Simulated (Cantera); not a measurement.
Input: 1 mol PH₃, 0.12 mol H₂O, 14 mol H₂, held at 1000 Pa.

These are equilibrium values from Cantera (NASA tables, ideal gas, pure condensed phases), not measurements of a reactor. Candidate condensed phases: H₂O, P, P₄O₁₀; 17 gas species. Gases not in the tables: HPO₂, HPO₃ and P₄O₆. Equilibrium is a limit: real reactors are often held back by kinetics, nucleation or transport.

At 2375 K, list the 5 most abundant gas species with their mole fractions, and the condensed phases.

H₂ 0.835, H 0.129, P₂ 0.0226, P 0.00663, PO 0.00543. Condensed: gas only.
